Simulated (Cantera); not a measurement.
Charge: 1 mol NiS, 250 mol H2, equilibrated at 1327 °C and 0.0100 bar.

Equilibrium computed with Cantera from the NASA thermochemical tables; the gas is ideal and each condensed phase is pure. Candidate condensed phases: Ni, NiS, NiS2, Ni3S2, Ni3S4, S; 9 gas species. Rates play no part.

Base state: H2 0.996, H2S 0.00324, H 0.000542, SH 0.000331, S2 0.000200, Ni 4.22e-5, S 1.71e-5 (mole fractions); condensed: Ni(s).

Task: What changes in the equilibrium state with this change: temperature from 1327 °C to 1425 °C?

Result: 
```json
[
 {"species": "H2", "before": "0.996", "after": "0.995"},
 {"species": "H2S", "before": "0.00324", "after": "0.00272"},
 {"species": "H", "before": "0.000542", "after": "0.00144"},
 {"species": "Ni", "before": "4.22e-5", "after": "0.000260"},
 {"species": "NiS", "before": "6.20e-6", "after": "2.59e-5"},
 {"species": "S", "before": "1.71e-5", "after": "5.47e-5"},
 {"species": "SH", "before": "0.000331", "after": "0.000569"},
 {"species": "S2", "before": "0.000200", "after": "0.000310"},
 {"species": "Ni(s), mol", "before": "0.988", "after": "0.928"}
]
```
